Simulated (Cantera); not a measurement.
A perfectly stirred reactor is fed with CH4 : N2 = 1 : 150 (molar parts), at 190000 Pa; it is held at 1550 K, and followed from long to short residence time.

Model: GRI-Mech 3.0 (53 species, 325 reactions), integrated in Cantera. GRI-Mech 3.0 stops at C3 and has no aromatics, soot or wall deposition, so with more carbon than oxygen in the feed, carbon stays in small species such as C2H2 where larger ones or solid carbon would form.

x: mole fraction; the columns are a selection and need not sum to one.

```
τ (s)       x CH4     x CH2      x H     x C2H     x HCN    x CH3
-------  --------  --------  -------  --------  --------  -------
12       0.000909  9.03e-10  2.02e-6   1.71e-9   6.32e-7        ?
1.9       0.00202   2.14e-9  1.71e-6   1.44e-9   2.32e-7        ?
0.31      0.00372   4.72e-9  1.21e-6  9.93e-10   6.57e-8        ?
0.049     0.00538   8.98e-9  6.33e-7  4.40e-10   1.11e-8  3.52e-5
0.0077    0.00637   8.18e-9  1.70e-7  4.50e-11  4.69e-10  3.68e-5
0.0012    0.00660   1.32e-9  3.99e-8    <1e-12  5.49e-12        ?
0.00019   0.00662  7.66e-11  2.89e-8    <1e-12    <1e-12        ?
```

**Question.** What belongs in the gaps?

**Answer.** 
- 12, x CH3: 4.37e-6
- 1.9, x CH3: 1.01e-5
- 0.31, x CH3: 2.06e-5
- 0.0012, x CH3: 1.41e-5
- 0.00019, x CH3: 2.98e-6
